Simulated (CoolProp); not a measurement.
Values from CoolProp's reference Helmholtz-energy equation of state, Lemmon 2006. It is a short technical equation, of lower accuracy than the large ones.

**Question.** For C2F6 (R116), give the phase and the Z, conductivity (mW/(m K)), fugacity coefficient at 253.9 K and 1.52 bar; 253.9 K and 3.05 bar; 253.9 K and 9.14 bar.

**Answer.** 
- 253.9 K and 1.52 bar: gas; Z 0.973, conductivity 11.5, fugacity coefficient 0.973
- 253.9 K and 3.05 bar: gas; Z 0.943, conductivity 11.6, fugacity coefficient 0.946
- 253.9 K and 9.14 bar: gas; Z 0.805, conductivity 12.3, fugacity coefficient 0.839

Thermal conductivity comes from a separate model (Huber 2003), an estimate that may be off by 10 % or more.
